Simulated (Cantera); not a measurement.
Input: 1 mol Si2H6, 0.47 mol O3, equilibrated at 1825 K and 0.000160 bar.

Cantera equilibrium calculation (NASA polynomials, part measured and part estimated; ideal gas, pure solids and liquids). Candidate condensed phases: H2O, Si, SiO2; 18 gas species. The feed counts by its element totals alone. Gases not in the tables: Si2H6 and higher silanes. Kinetics and transport are ignored.

Base state: H2 0.637, SiO 0.306, Si 0.0284, H 0.0278, SiH 0.000305, Si2 0.000185, Si3 4.34e-5, SiH2 2.27e-5 (mole fractions); condensed: Si(l).

Question: What changes in the equilibrium state with this change: temperature from 1825 K to 1498 K?

Answer: 
```
species       before    after
----------  --------  -------
H2             0.637    0.679
SiO            0.306    0.320
H             0.0278  0.00112
Si            0.0284  6.27e-5
Si3          4.34e-5  1.43e-8
Si2         0.000185  7.91e-8
Si(l), mol     0.455        0
Si(s), mol         0    0.590
```
